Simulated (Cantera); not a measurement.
An isothermal, constant-pressure homogeneous reactor starts with N₂O = 1 (molar parts), at 1123 K and 760 Torr. Integrator tolerance rtol = 1e-08.

Computed with Cantera and GRI-Mech 3.0 (53 species, 325 reactions). GRI-Mech 3.0 was tuned for natural gas; its chemistry of N2O as a main component is partial and can be far from experiment. The mechanism lacks the step 2 NO + O2 → 2 NO2, which can matter for NO2 below about 1400 K. The temperature is held fixed by assumption; the heat of reaction is taken as removed at once.

Problem. What does this change do: temperature 1123 to 1500 K?

Solution. 
```
quantity                                           before                                    after
----------------  ---------------------------------------  ---------------------------------------
x(N₂O) at 5.00 s    0.470 (gas-phase equilibrium 8.31e-9)  5.74e-6 (gas-phase equilibrium 8.07e-8)
x(O₂) at 5.00 s       0.164 (gas-phase equilibrium 0.333)      0.267 (gas-phase equilibrium 0.333)
x(NO) at 5.00 s   0.0241 (gas-phase equilibrium 0.000122)    0.131 (gas-phase equilibrium 0.00142)
x(N₂) at 5.00 s       0.341 (gas-phase equilibrium 0.667)      0.601 (gas-phase equilibrium 0.666)
x(O) at 5.00 s    3.19e-7 (gas-phase equilibrium 2.54e-9)  2.10e-6 (gas-phase equilibrium 2.34e-6)
```

Problem. What does this change do: temperature 1123 to 1375 K?

Solution. 
```
quantity                                           before                                    after
----------------  ---------------------------------------  ---------------------------------------
x(N₂O) at 5.00 s    0.470 (gas-phase equilibrium 8.31e-9)  2.65e-6 (gas-phase equilibrium 4.34e-8)
x(O₂) at 5.00 s       0.164 (gas-phase equilibrium 0.333)      0.286 (gas-phase equilibrium 0.333)
x(NO) at 5.00 s   0.0241 (gas-phase equilibrium 0.000122)  0.0938 (gas-phase equilibrium 0.000731)
x(N₂) at 5.00 s       0.341 (gas-phase equilibrium 0.667)      0.620 (gas-phase equilibrium 0.666)
x(O) at 5.00 s    3.19e-7 (gas-phase equilibrium 2.54e-9)  3.41e-7 (gas-phase equilibrium 3.67e-7)
```

Problem. What does this change do: pressure from 760 Torr to 20.0 Torr?

Solution. 
```tsv
quantity	before	after
x(N₂O) at 5.00 s	0.470 (gas-phase equilibrium 8.31e-9)	0.975 (gas-phase equilibrium 1.35e-9)
x(O₂) at 5.00 s	0.164 (gas-phase equilibrium 0.333)	0.00783 (gas-phase equilibrium 0.333)
x(NO) at 5.00 s	0.0241 (gas-phase equilibrium 0.000122)	0.00129 (gas-phase equilibrium 0.000122)
x(N₂) at 5.00 s	0.341 (gas-phase equilibrium 0.667)	0.0163 (gas-phase equilibrium 0.667)
x(O) at 5.00 s	3.19e-7 (gas-phase equilibrium 2.54e-9)	5.06e-7 (gas-phase equilibrium 1.57e-8)
```
Radical loss at walls, strong at low pressure, is not modelled.
